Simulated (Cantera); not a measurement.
Input (Python, Cantera):

```python
import numpy as np
import cantera as ct

gas = ct.Solution("h2o2.yaml")
gas.TPX = 425, 31000, {'H2': 1, 'O2': 0.208, 'N2': 1}
flame = ct.FreeFlame(gas, width=0.091)
flame.set_refine_criteria(ratio=3, slope=0.08, curve=0.16)
flame.transport_model = "mixture-averaged"
flame.solve(loglevel=0, auto=True)
z, T = flame.grid, flame.T
thick = (T[-1] - T[0]) / np.gradient(T, z).max()
show = ['H2', 'O2', 'H2O', 'HO2', 'OH', 'H']
print(f"laminar burning velocity  {flame.velocity[0] * 100:.3f} cm/s")
print(f"burnt temperature         {T[-1]:.1f} K")
print(f"thermal thickness         {thick * 1e3:.4f} mm")
print(f"grid points               {len(z)}")
z0 = z[flame.heat_release_rate.argmax()]
print(f"{'z/mm':>9s}{'T/K':>9s}{'u/(m/s)':>9s}" + "".join(f"{s:>11s}" for s in show))
rows = []
for k in (-3, -2, -1.5, -1, -0.5, -0.25, 0, 0.25, 0.5, 1, 2, 4, 8):
    zz = z0 + k * thick
    rows.append([k * thick, np.interp(zz, z, T), np.interp(zz, z, flame.velocity),
                 *(np.interp(zz, z, flame.X[gas.species_index(s)]) for s in show)])
    print(f"{rows[-1][0] * 1e3:9.3f}{rows[-1][1]:9.1f}{rows[-1][2]:9.3f}" + "".join(f"{x:11.3e}" for x in rows[-1][3:]))
```

It prints:

```
laminar burning velocity  352.974 cm/s
burnt temperature         1868.3 K
thermal thickness         1.9451 mm
grid points               142
     z/mm      T/K  u/(m/s)         H2         O2        H2O        HO2         OH          H
   -5.835    425.0    3.530  4.529e-01  9.420e-02  1.748e-13  1.818e-13  3.804e-17  1.110e-16
   -3.890    425.0    3.530  4.529e-01  9.420e-02  1.256e-11  1.526e-11  3.161e-15  1.041e-14
   -2.918    425.0    3.530  4.529e-01  9.420e-02  6.045e-10  9.240e-10  1.557e-13  2.118e-12
   -1.945    425.0    3.530  4.529e-01  9.421e-02  6.756e-08  1.235e-07  2.180e-11  2.920e-09
   -0.973    450.9    3.725  4.490e-01  9.419e-02  1.035e-03  1.367e-04  6.675e-05  1.578e-04
   -0.486    684.1    5.531  4.187e-01  8.733e-02  2.064e-02  6.367e-05  3.566e-04  7.396e-03
    0.000   1034.7    8.166  3.369e-01  5.766e-02  8.642e-02  2.293e-05  7.863e-04  4.112e-02
    0.486   1263.7    9.920  2.613e-01  1.384e-02  1.709e-01  5.122e-06  1.259e-03  7.244e-02
    0.973   1355.7   10.607  2.457e-01  1.879e-03  1.950e-01  6.565e-07  1.124e-03  7.520e-02
    1.945   1441.6   11.219  2.496e-01  1.487e-04  1.994e-01  4.928e-08  1.226e-03  6.604e-02
    3.890   1533.2   11.854  2.578e-01  8.369e-05  2.008e-01  2.695e-08  1.319e-03  5.331e-02
    7.781   1624.2   12.472  2.663e-01  5.489e-05  2.023e-01  1.770e-08  1.278e-03  4.012e-02
   15.561   1704.6   13.009  2.739e-01  3.017e-05  2.039e-01  1.035e-08  1.093e-03  2.813e-02
```

Cantera simulation using the H2/O2 subset of GRI-Mech 3.0, which has no nitrogen chemistry; the numbers are that mechanism's predictions, not measurements. Burning velocities carry a grid error of a few per cent, more on coarse grids.
